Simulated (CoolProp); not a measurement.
Vapour pressure (MPa) of R21: the reference equation beside estimates from Tc = 452.7 K, pc = 5.289 MPa, ω = 0.206. Clausius-Clapeyron is anchored at 349.6 K with a constant enthalpy of vaporisation of 20.20 kJ/mol.

Computed with CoolProp (reference Helmholtz-energy equation of state, Platzer 1990). This equation is an older, rougher fit; its heat capacities, sound speeds and derivatives of the liquid may be far off and weren't checked against measurements.

```json
[
 {"T (K)": "343.5", "reference": "0.6796", "Clausius-Clapeyron": "___", "van der Waals": "1.580"},
 {"T (K)": "349.6", "reference": "0.7880", "Clausius-Clapeyron": "0.7880", "van der Waals": "1.718"},
 {"T (K)": "355.7", "reference": "0.9087", "Clausius-Clapeyron": "0.8877", "van der Waals": "1.864"},
 {"T (K)": "361.7", "reference": "___", "Clausius-Clapeyron": "0.9942", "van der Waals": "2.015"},
 {"T (K)": "367.8", "reference": "1.187", "Clausius-Clapeyron": "1.111", "van der Waals": "2.176"},
 {"T (K)": "373.8", "reference": "1.347", "Clausius-Clapeyron": "1.236", "van der Waals": "2.343"},
 {"T (K)": "379.9", "reference": "1.524", "Clausius-Clapeyron": "1.372", "van der Waals": "2.520"},
 {"T (K)": "386", "reference": "1.718", "Clausius-Clapeyron": "___", "van der Waals": "2.705"},
 {"T (K)": "392", "reference": "1.926", "Clausius-Clapeyron": "1.671", "van der Waals": "___"},
 {"T (K)": "398.1", "reference": "2.156", "Clausius-Clapeyron": "1.837", "van der Waals": "3.096"}
]
```

Problem. What belongs in the gaps?

Solution. 
- 343.5, Clausius-Clapeyron: 0.6965
- 361.7, reference: 1.040
- 386, Clausius-Clapeyron: 1.517
- 392, van der Waals: 2.895

Absolute difference from the reference over all 10 rows, mean and median: Clausius-Clapeyron 7.4 and 7.3 %, van der Waals 82.3 and 78.6 %.
